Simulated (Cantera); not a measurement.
Input: 1 mol TiO2, 10 mol HCl, 2.2 mol H2, at 1623.15 K and 23.3 Torr.

These are equilibrium values from Cantera (NASA tables, ideal gas, pure condensed phases), not measurements of a reactor. Candidate condensed phases: H2O, Ti, TiCl2, TiCl3, TiCl4, TiO, TiO2, Ti2O3, Ti3O5, Ti4O7; 23 gas species. Mutual solubility and eutectic melting of coexisting phases are not modelled. Condensed phases not in the tables: Magnéli phases beyond Ti4O7. The numbers say what is thermodynamically allowed, not how fast it happens.

### Question
What is the equilibrium state?

### Answer
```json
{
  "x(HCl)": "0.816",
  "x(H2)": "0.175",
  "x(H2O)": "0.00652",
  "x(Cl)": "0.000604",
  "x(TiCl3)": "0.000543",
  "x(TiCl4)": "0.000272",
  "x(H)": "0.000165",
  "x(TiOCl2)": "8.03e-6",
  "x(TiCl2)": "3.38e-6",
  "n(TiO2(rutile))": "0.752 mol",
  "n(Ti4O7(s))": "0.0595 mol",
  "gas_amount": "12.20 mol",
  "log10 activity of Ti3O5(s) (absent)": "-0.13",
  "log10 activity of Ti2O3(s) (absent)": "-0.66",
  "log10 activity of TiCl4(l) (absent)": "-7.03"
}
```
